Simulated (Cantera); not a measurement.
A Cantera script and its output.

```python
import numpy as np
import cantera as ct

gas = ct.Solution("gri30.yaml")
gas.TPX = 1225, 2600000, {'CH3OH': 1, 'O2': 0.714, 'N2': 2.69}
reactor = ct.IdealGasReactor(gas, energy="on", clone=False)
net = ct.ReactorNet([reactor])
net.rtol, net.atol = 1e-08, 1e-16
show = ['CH3OH', 'O2', 'H2O', 'CH2', 'H2', 'HCN', 'NO']
times = np.geomspace(3e-06, 0.3, 11)

steps = ct.SolutionArray(gas, extra=["t"])
rows = []
print(f"{'t/s':>10s}{'T/K':>9s}{'P/Pa':>11s}" + "".join(f"{s:>11s}" for s in show))
for t in times:
    while net.time < t:
        t_next = net.step()
        steps.append(gas.state, t=t_next)
    rows.append([np.interp(t, steps.t, y) for y in (steps.T, steps.P, *steps(*show).X.T)])
    print(f"{t:10.3e}{rows[-1][0]:9.1f}{rows[-1][1]:11.4g}" + "".join(f"{x:11.3e}" for x in rows[-1][2:]))
rate = np.gradient(steps.T, steps.t)
print("integrator steps:", len(steps.t))
if steps.T.max() > steps.T[0] + 200:
    print(f"time of steepest temperature rise: {steps.t[rate.argmax()]:.4e} s")
gas.TPX = 1225, 2600000, {'CH3OH': 1, 'O2': 0.714, 'N2': 2.69}
gas.equilibrate("UV")
print(f"equilibrium (UV): T = {gas.T:.1f} K  " + "  ".join(f"{s} {gas[s].X[0]:.3e}" for s in show))
```

Output:

```
       t/s      T/K       P/Pa      CH3OH         O2        H2O        CH2         H2        HCN         NO
 3.000e-06   1225.0    2.6e+06  2.271e-01  1.621e-01  4.682e-07  9.373e-11  3.199e-07  1.071e-19  1.685e-19
 9.487e-06   1225.0    2.6e+06  2.271e-01  1.621e-01  1.489e-06  9.373e-11  1.050e-06  3.469e-19  5.599e-19
 3.000e-05   1225.0    2.6e+06  2.271e-01  1.621e-01  4.975e-06  9.373e-11  3.640e-06  1.166e-18  1.937e-18
 9.487e-05   1225.0    2.6e+06  2.270e-01  1.621e-01  2.696e-05  9.382e-11  1.821e-05  5.151e-18  1.237e-17
 3.000e-04   1227.2  2.606e+06  2.258e-01  1.615e-01  7.317e-04  9.915e-11  3.700e-04  8.741e-17  8.590e-16
 9.487e-04   2709.1  7.443e+06  1.570e-10  8.121e-06  2.154e-01  1.344e-10  1.336e-01  3.369e-06  1.547e-04
 3.000e-03   2709.1  7.443e+06  1.570e-10  8.120e-06  2.154e-01  1.344e-10  1.336e-01  3.393e-06  1.558e-04
 9.487e-03   2709.1  7.443e+06  1.570e-10  8.120e-06  2.154e-01  1.344e-10  1.336e-01  3.393e-06  1.558e-04
 3.000e-02   2709.1  7.443e+06  1.570e-10  8.120e-06  2.154e-01  1.344e-10  1.336e-01  3.393e-06  1.558e-04
 9.487e-02   2709.1  7.443e+06  1.570e-10  8.120e-06  2.154e-01  1.344e-10  1.336e-01  3.393e-06  1.558e-04
 3.000e-01   2709.1  7.443e+06  1.570e-10  8.120e-06  2.154e-01  1.344e-10  1.336e-01  3.393e-06  1.558e-04
integrator steps: 2239
time of steepest temperature rise: 4.2398e-04 s
equilibrium (UV): T = 2709.1 K  CH3OH 1.616e-10  O2 8.120e-06  H2O 2.154e-01  CH2 1.468e-10  H2 1.336e-01  HCN 3.393e-06  NO 1.558e-04
```

Cantera simulation using GRI-Mech 3.0 (53 species, 325 reactions); the numbers are that mechanism's predictions, not measurements. GRI-Mech 3.0 was tuned for natural gas; its chemistry of methanol as a main component is partial and can be far from experiment. The pressure lies above the range GRI-Mech 3.0 was tuned for (to about 10 atm).
